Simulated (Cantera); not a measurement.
Cantera run:

```python
import numpy as np
import cantera as ct

gas_names = [...]  # 123 gases of nasa_gas.yaml made of C, H, O, Si
cond_names = """
    C(gr) C6H6(L) C7H8(L) C8H18(L),n-octa H2O(s) H2O(L) Si(cr) Si(L) SiC(b) SiO2(Lqz) SiO2(hqz) SiO2(L)
""".split()


# ... load() reads the species with a 1 bar reference pressure and builds the phases ...
atoms = {
    'HMDSO': {'Si': 2, 'C': 6, 'H': 18, 'O': 1},
    'H2O': {'H': 2, 'O': 1},
    'H2': {'H': 2},
}
top_T = {'C(gr)': 4500, 'SiC(b)': 3050}  # K; cautious upper limits of use, not melting points


# ... equilibrate(T, P, feed) seeds the gas with the atoms and calls Mixture.equilibrate('TP', solver="vcs", rtol=1e-11, max_steps=5000) ...
results = []
feed = {'HMDSO': 1, 'H2O': 14, 'H2': 26}  # mol
T = 1448  # K
P = 220  # Pa
mix = equilibrate(T, P, feed)
results.append((T, P, feed, dict(zip(mix.species_names, mix.species_moles))))
x = sorted(zip(gas.X, gas.species_names), reverse=True)
print(f"T = {T:g} K  P = {P:g} Pa  gas = {mix.phase_moles(0):.4g} mol")
print("   x: " + "  ".join(f"{s} {v:.3e}" for v, s in x if v > 1e-06))
print("   condensed (mol): " + ("  ".join(f"{mix.phase(i).name} {mix.phase_moles(i):.4g}"
      for i in range(1, mix.n_phases) if mix.phase_moles(i) > 1e-12) or "none"))
```

Result:

```
T = 1448 K  P = 220 Pa  gas = 55 mol
   x: H2 8.046e-01  CO 1.044e-01  H2O 8.619e-02  CO2 4.716e-03  H 1.763e-04  SiO 1.529e-06
   condensed (mol): SiO2(hqz) 2
```

These are equilibrium values from Cantera (NASA tables, ideal gas, pure condensed phases), not measurements of a reactor. The feed counts by its element totals alone. The tables hold silica as quartz up to 1696 K and as liquid above; real silica turns to tridymite and cristobalite and melts near 1996 K.
